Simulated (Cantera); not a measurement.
Thermodynamics of silicon oxide and oxynitride deposition, feed SiCl₄ + NO + N₂ + H₂O

Charge: 1 mol SiCl₄, 28 mol NO, 34 mol N₂, 0.34 mol H₂O, at 1.28 Torr.

Method: chemical equilibrium by Gibbs-energy minimisation in Cantera with the NASA 1993 tables (ideal gas, pure condensed phases). Candidate condensed phases: H₂O, NH₄Cl, Si, SiO₂, Si₂N₂O, Si₃N₄; 47 gas species. The tables hold silica as quartz up to 1696 K and as liquid above; real silica turns to tridymite and cristobalite and melts near 1996 K. The numbers say what is thermodynamically allowed, not how fast it happens.

| T (°C) | x N₂ | x O₂ | x Cl₂ | x Cl | x HCl | x H₂O | x NO | n SiO₂(α-quartz) | n SiO₂(β-quartz) |
|---|---|---|---|---|---|---|---|---|---|
| 352 | 0.756 | 0.207 | 0.0273 | 2.10e-7 | 0.00843 | 0.00114 | 4.16e-8 | 1.00 | 0 |
| 452 | 0.756 | 0.207 | 0.0265 | 5.41e-6 | 0.0100 | 0.000351 | 4.71e-7 | 1.00 | 0 |
| 552 | 0.756 | 0.207 | 0.0262 | 6.45e-5 | 0.0105 | 0.000119 | 2.96e-6 | 1.00 | 0 |
| 652 | 0.756 | 0.207 | 0.0260 | 0.000452 | 0.0106 | 4.90e-5 | 1.25e-5 | 0 | 1.00 |
| 752 | 0.755 | 0.207 | 0.0251 | 0.00215 | 0.0106 | 2.42e-5 | 3.98e-5 | 0 | 1.00 |
| 852 | 0.753 | 0.207 | 0.0223 | 0.00744 | 0.0106 | 1.46e-5 | 0.000103 | 0 | 1.00 |
| 952 | 0.749 | 0.205 | 0.0164 | 0.0190 | 0.0106 | 1.16e-5 | 0.000227 | 0 | 1.00 |
x: gas mole fraction; n: condensed amount in mol.

From 352 °C to 552 °C the condensed part is SiO₂(α-quartz). From 652 °C to 952 °C the condensed part is SiO₂(β-quartz).
